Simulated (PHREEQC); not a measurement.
PHREEQC input (ion-association model, wateq4f.dat):

```
SOLUTION_MASTER_SPECIES
  An  An-  0  An  62.0  # stands for a non-complexing anion
SOLUTION_SPECIES
  An- = An-
    -log_k 0
    -gamma 3.0 0
PHASES
  Fix_H+
    H+ = H+
    -log_k 0
SOLUTION 1
  temp 25
  units mmol/kgw
  pH 7 charge
  S(6) 0.17
  Cu(2) 0.17
  Cl 0.04
  Pb 0.02
  Na 5
  An 5
END
SELECTED_OUTPUT 1
  -reset false
  -pH true
  -pe true
  -ionic_strength true
  -water true
  -totals Cl Cu Na Pb S Cu(1) Cu(2) S(-2) S(6)
  -molalities Hfo_wOH Hfo_wOH2+ Hfo_wO- Hfo_sOH Hfo_sOH2+ Hfo_sO- Hfo_wSO4- Hfo_wOHSO4-2 Hfo_sOPb+ Hfo_wOPb+
    Hfo_sOCu+ Hfo_wOCu+
  -saturation_indices Cu(OH)2 Brochantite Antlerite Atacamite Litharge Anglesite Cotunnite Laurionite Larnakite Halite
    Mirabilite Chalcanthite
USER_PUNCH 1
  -headings sigma psi
  10 PUNCH EDL("sigma", "Hfo"), EDL("psi", "Hfo")
PRINT
  -reset false
USE solution 1
SURFACE 1
  Hfo_wOH 0.00314607 600 1.4
  Hfo_sOH 7.86517e-05
EQUILIBRIUM_PHASES 1
  Fix_H+ -4 HAn 10
    -force_equality true
  O2(g) -0.68 10
END
# ... the last block is repeated for the other 16 points of pH, with NaOH or the acid as the point needs
```

Selected output (columns that matter, 17 of 17 rows; pH added in front):

```
pH	mu	Cl	Cu	Na	Pb	S	si_Cu(OH)2	si_Brochantite	si_Antlerite	si_Atacamite	si_Litharge	si_Anglesite	si_Cotunnite	si_Larnakite
4	0.0063307	4e-05	0.00015334	0.005	3.497e-06	1.0158e-08	-4.5949	-15.315	-12.31	-7.6849	-10.323	-5.9685	-9.7037	-11.082
4.5	0.0059095	4e-05	0.00011243	0.005	1.0531e-06	3.1376e-08	-3.7256	-12.339	-10.204	-6.4452	-9.8403	-5.9873	-10.218	-10.618
5	0.0055241	4e-05	4.9139e-05	0.005	3.427e-07	1.193e-07	-3.0815	-10.175	-8.6835	-5.6557	-9.3241	-5.8833	-10.7	-9.9974
5.5	0.0052725	4e-05	9.7628e-06	0.005	6.4786e-08	5.6416e-07	-2.782	-9.2976	-8.1056	-5.556	-9.0462	-5.9258	-11.42	-9.7619
6	0.0051582	4e-05	1.3206e-06	0.005	8.6348e-09	3.2685e-06	-2.6581	-9.0371	-7.9691	-5.8078	-8.925	-6.0399	-12.298	-9.7548
6.5	0.0051106	4e-05	1.8438e-07	0.005	1.0825e-09	1.9182e-05	-2.5753	-8.9369	-7.9516	-6.1421	-8.8423	-6.188	-13.215	-9.8203
7	0.0052013	4e-05	5.1493e-08	0.0050751	1.5153e-10	7.3134e-05	-2.4787	-8.9703	-8.0816	-6.4491	-8.7449	-6.5105	-14.118	-10.045
7.5	0.005422	4e-05	4.1286e-08	0.0052569	2.5095e-11	0.00013931	-2.378	-9.2903	-8.5023	-6.7484	-8.6431	-7.1316	-15.018	-10.565
8	0.0055213	4e-05	4.3892e-08	0.0053531	4.9291e-12	0.00016529	-2.3222	-9.994	-9.2618	-7.137	-8.5869	-8.0024	-15.962	-11.379
8.5	0.0055567	4e-05	4.6745e-08	0.0054054	1.2974e-12	0.00016945	-2.2907	-10.858	-10.157	-7.5742	-8.5554	-8.9605	-16.931	-12.306
9	0.0055899	4e-05	5.0284e-08	0.0054627	4.7586e-13	0.00016994	-2.2583	-11.727	-11.059	-8.0095	-8.523	-9.9273	-17.899	-13.24
9.5	0.005648	4e-05	5.5825e-08	0.0055552	2.5696e-13	0.00016999	-2.2128	-12.546	-11.923	-8.4186	-8.4775	-10.882	-18.854	-14.15
10	0.0057748	4e-05	6.5634e-08	0.0057349	2.1931e-13	0.00017	-2.1426	-13.267	-12.714	-8.7786	-8.4073	-11.814	-19.784	-15.011
10.5	0.0060916	3.9999e-05	8.4678e-08	0.0061338	3.048e-13	0.00017	-2.0325	-13.83	-13.388	-9.0594	-8.2972	-12.708	-20.676	-15.795
11	0.0069688	3.9999e-05	1.2727e-07	0.00714	7.9735e-13	0.00017	-1.8575	-14.14	-13.873	-9.2116	-8.1221	-13.543	-21.505	-16.455
11.5	0.0095887	3.9999e-05	2.5482e-07	0.0099704	5.3124e-12	0.00017	-1.5627	-13.987	-14.014	-9.1279	-7.8272	-14.273	-22.222	-16.891
12	0.017865	3.9998e-05	9.4742e-07	0.018583	1.2167e-10	0.00016999	-1.0189	-12.872	-13.443	-8.5543	-7.2829	-14.79	-22.706	-16.863
```

The database's constant for dissolved Cu(OH)2 is higher than later reviews accept.
